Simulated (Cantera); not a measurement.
A perfectly stirred reactor is fed with 11.8 % CH4, 14.8 % O2, 55.6 % N2, 17.8 % H2O, at 0.987 atm; it is adiabatic with a 425 K inlet, and is followed from long to short residence time, starting on the burning branch (τ in s: 0.11, 0.036, 0.012, 0.004, 0.0013, 0.00043, 0.00014, 4.7e-05, 1.6e-05).

Computed with Cantera and GRI-Mech 3.0 (53 species, 325 reactions).

Q: Predict: blow-out, bracketed by the residence times tried; x(CH4) at τ = 0.110 s; x(O2) at τ = 0.110 s; x(H2O) at τ = 0.110 s; x(OH) at τ = 0.110 s; x(CO) at τ = 0.110 s; x(CH4) at τ = 1.30 ms; x(O2) at τ = 1.30 ms; x(H2O) at τ = 1.30 ms.

A: 
```
Property                                                                       Value
------------------------------------------------  ----------------------------------
blow-out, bracketed by the residence times tried  burning at 12.0 ms, out at 4.00 ms
x(CH4) at τ = 0.110 s                                                        0.00854
x(O2) at τ = 0.110 s                                                         0.00141
x(H2O) at τ = 0.110 s                                                          0.300
x(OH) at τ = 0.110 s                                                         2.18e-5
x(CO) at τ = 0.110 s                                                          0.0446
x(CH4) at τ = 1.30 ms                                                          0.118
x(O2) at τ = 1.30 ms                                                           0.148
x(H2O) at τ = 1.30 ms                                                          0.178
```
